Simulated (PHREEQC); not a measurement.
Solution (35 °C): 0.038 mol/kgw KOH and 0.023 mol/kgw CO2. Closed to the air; pH follows from the charge balance.

Computed with PHREEQC (ion-association model, phreeqc.dat).

| quantity | before | after |
|---|---|---|
| pH | 10.23 | 5.96 |
| CO3-2 (mol/kgw) | 0.0146 | 5.13e-7 |

Task: Which change was made?
(A) KOH from 0.038 to 0.0076 mol/kgw
(B) KOH left out
(C) 0.0011 mol/kgw NaCl added
(D) KOH from 0.038 to 0.19 mol/kgw
(E) diluted 2-fold with water

Result: A, KOH from 0.038 to 0.0076 mol/kgw

No solid was allowed to form.
